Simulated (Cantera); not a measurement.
Input (Python, Cantera):

```python
import numpy as np
import cantera as ct

gas = ct.Solution("gri30.yaml")
gas.TPX = 1125, 1900, {'H2': 0.17, 'O2': 1, 'N2': 0.16}
reactor = ct.IdealGasConstPressureReactor(gas, energy="off", clone=False)
net = ct.ReactorNet([reactor])
net.rtol, net.atol = 1e-08, 1e-18
show = ['H2', 'O2', 'OH', 'N2O', 'H2O']
times = np.geomspace(3e-06, 200, 11)

steps = ct.SolutionArray(gas, extra=["t"])
rows = []
print(f"{'t/s':>10s}{'T/K':>9s}{'P/Pa':>11s}" + "".join(f"{s:>11s}" for s in show))
for t in times:
    while net.time < t:
        t_next = net.step()
        steps.append(gas.state, t=t_next)
    rows.append([np.interp(t, steps.t, y) for y in (steps.T, steps.P, *steps(*show).X.T)])
    print(f"{t:10.3e}{rows[-1][0]:9.1f}{rows[-1][1]:11.4g}" + "".join(f"{x:11.3e}" for x in rows[-1][2:]))
rate = np.gradient(steps.T, steps.t)
print("integrator steps:", len(steps.t))
if steps.T.max() > steps.T[0] + 200:
    print(f"time of steepest temperature rise: {steps.t[rate.argmax()]:.4e} s")
gas.TPX = 1125, 1900, {'H2': 0.17, 'O2': 1, 'N2': 0.16}
gas.equilibrate("TP")
print(f"equilibrium (TP): T = {gas.T:.1f} K  " + "  ".join(f"{s} {gas[s].X[0]:.3e}" for s in show))
```

Result:

```
       t/s      T/K       P/Pa         H2         O2         OH        N2O        H2O
 3.000e-06   1125.0       1900  1.278e-01  7.519e-01  2.109e-12  6.299e-20  1.060e-13
 1.818e-05   1125.0       1900  1.278e-01  7.519e-01  6.054e-11  4.161e-19  1.930e-11
 1.101e-04   1125.0       1900  1.278e-01  7.519e-01  1.255e-09  4.710e-18  2.472e-09
 6.673e-04   1125.0       1900  1.278e-01  7.519e-01  1.239e-06  3.096e-15  5.163e-06
 4.043e-03   1125.0       1900  3.935e-03  6.925e-01  4.910e-03  1.106e-09  1.111e-01
 2.449e-02   1125.0       1900  4.481e-04  7.306e-01  1.611e-03  2.595e-09  1.344e-01
 1.484e-01   1125.0       1900  1.119e-05  7.347e-01  2.588e-04  3.454e-09  1.364e-01
 8.992e-01   1125.0       1900  6.064e-07  7.349e-01  6.268e-05  3.673e-09  1.365e-01
 5.448e+00   1125.0       1900  6.281e-08  7.349e-01  2.056e-05  3.735e-09  1.365e-01
 3.301e+01   1125.0       1900  8.940e-09  7.349e-01  7.810e-06  3.571e-09  1.365e-01
 2.000e+02   1125.0       1900  2.897e-09  7.349e-01  4.433e-06  2.525e-09  1.365e-01
integrator steps: 2166
equilibrium (TP): T = 1125.0 K  H2 2.804e-09  O2 7.349e-01  OH 4.359e-06  N2O 3.308e-10  H2O 1.365e-01
```

Model: GRI-Mech 3.0 (53 species, 325 reactions), integrated in Cantera. Radical loss at walls, strong at low pressure, is not modelled. The temperature is held fixed by assumption; the heat of reaction is taken as removed at once.
